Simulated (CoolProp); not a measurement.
Saturation properties of sulfur hexafluoride.

Computed with CoolProp (reference Helmholtz-energy equation of state, Guder 2009).

| T (K) | p (kPa) | liquid density (kg/m³) | enthalpy of vaporisation (kJ/kg) | liquid cp (kJ/(kg K)) | liquid conductivity (mW/(m K)) |
|---|---|---|---|---|---|
| 244.9 | 523.3 | 1734 | ___ | 0.9074 | 70.6 |
| 248.2 | 585.7 | ___ | ___ | 0.9195 | 69.6 |
| 251.5 | 653.4 | 1697 | 97.41 | 0.9322 | ___ |
| 254.8 | 726.8 | 1677 | 95.59 | 0.9455 | 67.6 |
| 258 | 803.7 | 1658 | 93.76 | 0.9592 | 66.6 |
| 261.3 | 889.0 | 1637 | 91.80 | 0.9742 | 65.6 |
| 264.6 | 981.0 | 1616 | 89.76 | 0.9902 | 64.5 |
| 267.9 | 1080 | 1594 | 87.63 | ___ | 63.4 |
| 271.2 | ___ | 1572 | 85.39 | 1.026 | 62.4 |

Task: Fill in the missing entries.

Result: 
- 244.9, enthalpy of vaporisation (kJ/kg): 100.9
- 248.2, liquid density (kg/m³): 1716
- 248.2, enthalpy of vaporisation (kJ/kg): 99.17
- 251.5, liquid conductivity (mW/(m K)): 68.6
- 267.9, liquid cp (kJ/(kg K)): 1.008
- 271.2, p (kPa): 1186

Thermal conductivity comes from a separate model (Assael 2012).
